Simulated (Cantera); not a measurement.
Silicon etching in halogen gases: Si + NF₃ + Cl₂

Feed: 1 mol Si, a varied amount of NF₃, 1.9 mol Cl₂, at 1348.15 K and 30.0 mbar.

Cantera equilibrium calculation (NASA polynomials, part measured and part estimated; ideal gas, pure solids and liquids). Candidate condensed phases: Si, Si₃N₄; 24 gas species. Equilibrium is a limit: real reactors are often held back by kinetics, nucleation or transport.

From 0.71 mol NF₃ to 3 mol NF₃ nothing is condensed. The main Si-bearing gas is SiF₄ throughout.

```
n(NF₃) (mol)    x ClF   x Cl₂  x SiF₄   x N₂  x SiCl₄      x F    x Cl
------------  -------  ------  ------  -----  -------  -------  ------
0.71          5.28e-8   0.369   0.222  0.148    0.195  4.09e-9  0.0659
1.1           9.10e-8   0.446   0.256  0.171   0.0544  6.40e-9  0.0724
1.5             0.115   0.378   0.247  0.185   <1e-12  0.00876  0.0667
1.9             0.314   0.206   0.204  0.194   <1e-12   0.0325  0.0492
2.3             0.434  0.0944   0.173  0.199   <1e-12   0.0664  0.0333
2.6             0.474  0.0428   0.153  0.199   <1e-12    0.108  0.0224
3               0.457  0.0125   0.130  0.195   <1e-12    0.192  0.0121
```
x: gas mole fraction; nothing condenses.
